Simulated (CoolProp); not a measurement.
Decamethyltetrasiloxane (MD2M) at 446.48 K and 0.0467 MPa is compressed adiabatically to 0.0716 MPa with isentropic efficiency 0.8. Each further row changes one setting.

Values from CoolProp's reference Helmholtz-energy equation of state, Thol 2017.

| case | work (kJ/kg) | final phase | final density (kg/m³) |
|---|---|---|---|
| as stated | 6.06 | two-phase, vapour fraction 0.955 | 6.54 |
| efficiency 1 | 4.85 | two-phase, vapour fraction 0.946 | 6.60 |
| efficiency 0.65 | 7.46 | two-phase, vapour fraction 0.966 | 6.47 |
